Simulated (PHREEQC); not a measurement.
Consider water at 25 °C with 0.018 mol NaBr, 0.17 mol Na2SO4 and 0.03 mol NaCl per kg of water. Closed to the air; pH follows from the charge balance.

Model: ion-association model, phreeqc.dat, run in PHREEQC.

Each row changes one thing in this solution. This is a speciation only: nothing precipitates in the calculation.

```csv
case,ionic strength (mol/kgw),Na+ (mol/kgw),NaSO4- (mol/kgw),HSO4- (mol/kgw),SI of Halite (NaCl)
as made,0.466,0.342,0.0462,1.99e-7,-3.89
temperature from 25 to 15 °C,0.468,0.343,0.0449,1.18e-7,-3.87
NaCl from 0.03 to 0.003 mol/kgw,(withheld),0.317,0.0443,2.03e-7,-4.92
temperature from 25 to 90 °C,0.456,(withheld),0.0509,3.09e-6,-3.98
Na2SO4 replaced by Li2SO4 at the same molality,0.473,0.0422,0.00584,2.02e-7,-4.80
NaBr from 0.018 to 0.0198 mol/kgw,0.467,0.343,0.0464,1.99e-7,(withheld)
```

Q: Some entries are withheld; supply them.

A: 
- NaCl from 0.03 to 0.003 mol/kgw, ionic strength (mol/kgw): 0.442
- temperature from 25 to 90 °C, Na+ (mol/kgw): 0.337
- NaBr from 0.018 to 0.0198 mol/kgw, SI of Halite (NaCl): -3.88

Constants without temperature data keep their 25 °C values here.
